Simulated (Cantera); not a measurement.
Cantera run:

```python
import numpy as np
import cantera as ct

gas_names = """
    F FO FO2 F2 F2O N NF NF2 NF3 NO NO2 NO3 N2 N2O O O2 O3 Si SiF SiF2 SiF3 SiF4 SiN SiO SiO2 Si2 Si2N
    Si3
""".split()
cond_names = """
    Si(cr) Si(L) SiO2(Lqz) SiO2(hqz) SiO2(L) Si2N2O(s) Si3N4(a)
""".split()


def load(file, names, dense=False):
    # The tables refer to 1 bar. Condensed volumes are neglected.
    table = {s.name: s for s in ct.Species.list_from_file(file)}
    out = []
    for n in names:
        d = dict(table[n].input_data)
        d["thermo"] = dict(d["thermo"], **{"reference-pressure": 1e5})
        if dense:
            d["equation-of-state"] = {"model": "constant-volume", "density": "1e6 g/cm^3"}
        out.append(ct.Species.from_dict(d))
    return out


gas = ct.Solution(thermo="ideal-gas", species=load("nasa_gas.yaml", gas_names))
cond = {s.name: ct.Solution(thermo="fixed-stoichiometry", species=[s], name=s.name)
        for s in load("nasa_condensed.yaml", cond_names, dense=True)}
atoms = {
    'SiF4': {'Si': 1, 'F': 4},
    'N2O': {'N': 2, 'O': 1},
}
top_T = {'Si2N2O(s)': 2100, 'Si3N4(a)': 2400}  # K; cautious upper limits of use, not melting points


def equilibrate(T, P, feed):
    n = {}
    for name, mol in feed.items():
        for a, k in atoms[name].items():
            n[a] = n.get(a, 0.0) + k * mol
    gas.TPX = T, P, n
    mass = sum(n.values()) * gas.mean_molecular_weight
    gas.equilibrate("TP")
    valid = [c for c in cond.values() if c.min_temp <= T <= top_T.get(c.name, c.max_temp)]
    mix = ct.Mixture([(gas, mass / gas.mean_molecular_weight)] + [(c, 0.0) for c in valid])
    mix.T, mix.P = T, P
    mix.equilibrate("TP", solver="vcs", rtol=1e-11, max_steps=5000)
    return mix


results = []
feed = {'SiF4': 1, 'N2O': 0.66}  # mol
P = 5200  # Pa
for T in [1473, 1523, 1573, 1623, 1673, 1723, 1773, 1823, 1873, 1923, 1973, 2023, 2073]:
    mix = equilibrate(T, P, feed)
    results.append((T, P, feed, dict(zip(mix.species_names, mix.species_moles))))

top = {s: max(r[3][s] / sum(r[3][g] for g in gas_names) for r in results) for s in gas_names}
cols = sorted((s for s in top if top[s] > 1e-06), key=lambda s: -top[s])[:5]
seen = [c for c in cond_names if any(r[3].get(c, 0) > 1e-12 for r in results)]
print("log10 of partial pressures in bar; condensed amounts in mol")
print(f"{'T/K':>10s}" + "".join(f"{s[:9]:>10s}" for s in cols + seen))
for T, P, feed, n in results:
    ng = sum(n[g] for g in gas_names)
    print(f"{T:10.4g}" + "".join(f"{np.log10(max(n[s] / ng * P / 1e5, 1e-99)):10.3f}" for s in cols)
          + "".join(f"{n.get(c, 0):10.4g}" for c in seen))
```

Result:

```
log10 of partial pressures in bar; condensed amounts in mol
       T/K      SiF4        N2        O2        NO         O SiO2(hqz)
      1473    -1.583    -1.764    -2.065    -4.495    -6.587  3.03e-07
      1523    -1.583    -1.764    -2.065    -4.388    -6.291 4.731e-07
      1573    -1.583    -1.764    -2.066    -4.289    -6.014 6.034e-07
      1623    -1.583    -1.764    -2.066    -4.195    -5.754 4.599e-07
      1673    -1.583    -1.764    -2.066    -4.108    -5.509         0
      1723    -1.583    -1.765    -2.067    -4.025    -5.279         0
      1773    -1.583    -1.765    -2.067    -3.947    -5.061         0
      1823    -1.583    -1.765    -2.068    -3.874    -4.856         0
      1873    -1.583    -1.765    -2.069    -3.804    -4.661         0
      1923    -1.583    -1.766    -2.070    -3.739    -4.476         0
      1973    -1.584    -1.766    -2.071    -3.677    -4.301         0
      2023    -1.584    -1.767    -2.073    -3.618    -4.135         0
      2073    -1.585    -1.768    -2.075    -3.562    -3.977         0
```

Cantera equilibrium calculation (NASA polynomials, part measured and part estimated; ideal gas, pure solids and liquids). The tables' values for SiF3 are old estimates; treat these amounts as uncertain.
